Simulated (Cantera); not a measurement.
Cantera run:

```python
import numpy as np
import cantera as ct

gas_names = """

""".split()
cond_names = """
    Ti3O5(a) Ti3O5(b) Ti3O5(L) Ti2O3(a) Ti2O3(b) Ti2O3(L) Ti4O7(s) Ti4O7(L)
""".split()


# ... load() reads the species with a 1 bar reference pressure and builds the phases ...
species = {s.name: s for s in load("nasa_gas.yaml", gas_names) + load("nasa_condensed.yaml", cond_names)}
# Each term lists the table entries of one substance; the one whose range holds T is used.
reactions = {
    '2 Ti3O5 = Ti2O3 + Ti4O7':
        [(-2, ['Ti3O5(a)', 'Ti3O5(b)', 'Ti3O5(L)']), (1, ['Ti2O3(a)', 'Ti2O3(b)', 'Ti2O3(L)']), (1, ['Ti4O7(s)', 'Ti4O7(L)'])],
}


def pick(names, T):
    return next(species[n] for n in names if species[n].thermo.min_temp <= T <= species[n].thermo.max_temp)


results = []
for label, terms in reactions.items():
    print(label)
    print("     T/K   dH/kJ  dS/(J/K)   dG/kJ   log10 K")
    for T in [300, 675, 775, 875, 975, 1075, 1175, 1275]:
        used = [(nu, pick(names, T)) for nu, names in terms]
        dH = sum(nu * s.thermo.h(T) for nu, s in used) / 1e6
        dS = sum(nu * s.thermo.s(T) for nu, s in used) / 1e3
        dG = dH - T * dS / 1e3
        logK = -dG * 1e6 / (ct.gas_constant * T * np.log(10))
        results.append((label, T, dH, dS, dG, logK, [s.name for _, s in used]))
        print(f"{T:8g} {dH:8.1f} {dS:8.1f} {dG:8.1f} {logK:8.2f}")
```

Output:

```
2 Ti3O5 = Ti2O3 + Ti4O7
     T/K   dH/kJ  dS/(J/K)   dG/kJ   log10 K
     300     -7.0     17.6    -12.3     2.14
     675    -27.6    -31.5     -6.3     0.49
     775    -24.4    -27.2     -3.3     0.23
     875    -21.5    -23.6     -0.8     0.05
     975    -18.8    -20.7      1.4    -0.07
    1075    -16.7    -18.6      3.4    -0.16
    1175    -15.1    -17.3      5.2    -0.23
    1275    -14.2    -16.5      6.8    -0.28
```

Source: NASA polynomial tables (part measured, part estimated), evaluated in Cantera. Condensed species are held in their standard states even where they would react or evaporate.
